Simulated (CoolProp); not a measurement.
A simple Rankine cycle with 1,2-dichloroethane: condensing at 322.15 K, boiler at 0.424 MPa, turbine inlet 499 K, turbine efficiency 0.85, pump efficiency 0.8, no recuperator. Each further row changes one setting.

Computed with CoolProp (reference Helmholtz-energy equation of state, Thol 2015).

```json
[
 {"case": "as stated", "thermal efficiency (%)": "16.3", "net work (kJ/kg)": "82.2", "heat in (kJ/kg)": "504", "turbine exit temperature (K)": "410.0", "volume ratio over the turbine": "12.1"},
 {"case": "condensing temperature 314.15 K", "thermal efficiency (%)": "17.8", "net work (kJ/kg)": "91.3", "heat in (kJ/kg)": "514", "turbine exit temperature (K)": "400.1", "volume ratio over the turbine": "16.4"},
 {"case": "boiler pressure 0.297 MPa", "thermal efficiency (%)": "14.4", "net work (kJ/kg)": "72.8", "heat in (kJ/kg)": "505", "turbine exit temperature (K)": "422.0", "volume ratio over the turbine": "8.60"},
 {"case": "turbine efficiency 0.75", "thermal efficiency (%)": "14.4", "net work (kJ/kg)": "72.5", "heat in (kJ/kg)": "504", "turbine exit temperature (K)": "420.3", "volume ratio over the turbine": "12.4"}
]
```
